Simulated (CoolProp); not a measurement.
Computed with CoolProp (reference Helmholtz-energy equation of state, Thol 2022).

Problem. Give the vapour pressure (MPa), liquid density (kg/m³), enthalpy of vaporisation (kJ/kg), liquid cp (kJ/(kg K)) of saturated vinyl chloride at 348.7, 352.8, 356.8 K.

Solution. 
```csv
T (K),p (MPa),liquid density (kg/m³),enthalpy of vaporisation (kJ/kg),liquid cp (kJ/(kg K))
348.7,1.41,794,269,1.71
352.8,1.54,785,263,1.73
356.8,1.68,775,258,1.76
```
